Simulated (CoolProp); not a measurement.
Computed with CoolProp (reference Helmholtz-energy equation of state, Lemmon 2013).

### Question
For propylene, give the phase and the cp (kJ/(kg K)), conductivity (mW/(m K)), Prandtl number at 575 K and 0.0615 MPa; 575 K and 0.842 MPa.

### Answer
- 575 K and 0.0615 MPa: gas; cp 2.50, conductivity 53.8, Prandtl number 0.740
- 575 K and 0.842 MPa: gas; cp 2.51, conductivity 55.4, Prandtl number 0.732

Viscosity comes from a separate model (Huber 2003), an estimate that may be off by 10 % or more. Thermal conductivity comes from a separate model (Huber 2003), an estimate that may be off by 10 % or more.
